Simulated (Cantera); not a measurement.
## Thermodynamics of aluminium nitride and oxide growth, feed AlCl3 + HCl + N2

Charge: 1 mol AlCl3, 0.84 mol HCl, a varied amount of N2, at 1800 K and 100 Torr.

These are equilibrium values from Cantera (NASA tables, ideal gas, pure condensed phases), not measurements of a reactor. Candidate condensed phases: Al, AlCl3, AlN, NH4Cl; 20 gas species. The tables' values for AlCl2 are old estimates; treat these amounts as uncertain. The numbers say what is thermodynamically allowed, not how fast it happens.

```csv
n(N2) (mol),x N2,x AlCl3,x HCl,x Cl,x AlCl2,x AlCl,x H2,x H
83,0.977,0.0110,0.00979,0.00105,0.000685,0.000132,4.89e-5,6.86e-6
110,0.983,0.00822,0.00742,0.000920,0.000586,0.000128,3.67e-5,5.94e-6
140,0.986,0.00641,0.00586,0.000823,0.000511,0.000125,2.85e-5,5.24e-6
180,0.989,0.00493,0.00457,0.000732,0.000442,0.000122,2.19e-5,4.59e-6
230,0.991,0.00381,0.00358,0.000654,0.000382,0.000118,1.69e-5,4.03e-6
300,0.993,0.00287,0.00275,0.000580,0.000325,0.000113,1.27e-5,3.50e-6
380,0.995,0.00223,0.00218,0.000521,0.000281,0.000109,9.84e-6,3.08e-6
490,0.996,0.00169,0.00169,0.000464,0.000239,0.000104,7.47e-6,2.68e-6
640,0.997,0.00126,0.00129,0.000411,0.000201,9.85e-5,5.59e-6,2.32e-6
820,0.997,0.000953,0.00101,0.000367,0.000170,9.34e-5,4.27e-6,2.03e-6
```
x: gas mole fraction; nothing condenses.

From 83 mol N2 to 820 mol N2 nothing is condensed. The main Al-bearing gas is AlCl3 throughout.
